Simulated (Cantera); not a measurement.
Mixture: H2 : O2 : N2 : H2O = 1 : 0.417 : 1.57 : 0.097 (molar parts), at 9.87 atm, adiabatic and at constant volume. Ignition delay is the time to a rise of 400 K.

Cantera simulation using GRI-Mech 3.0 (53 species, 325 reactions); the numbers are that mechanism's predictions, not measurements. The hydrogen kinetics of GRI-Mech 3.0 are dated; newer H2 mechanisms differ, most at raised pressure. Where the delays flatten at high temperature, the 400 K rule measures the pace of heat release, not the induction time.

Question: Predict: delay at 1275 K; delay at 1350 K; delay at 1425 K; delay at 1500 K; delay at 1575 K; delay at 1650 K; delay at 1725 K; apparent activation energy between 1575 and 1725 K.

Answer: 
* **delay at 1275 K**: 15.0 µs
* **delay at 1350 K**: 4.07 µs
* **delay at 1425 K**: 2.27 µs
* **delay at 1500 K**: 1.54 µs
* **delay at 1575 K**: 1.15 µs
* **delay at 1650 K**: 0.912 µs
* **delay at 1725 K**: 0.749 µs
* **apparent activation energy between 1575 and 1725 K**: 65 kJ/mol
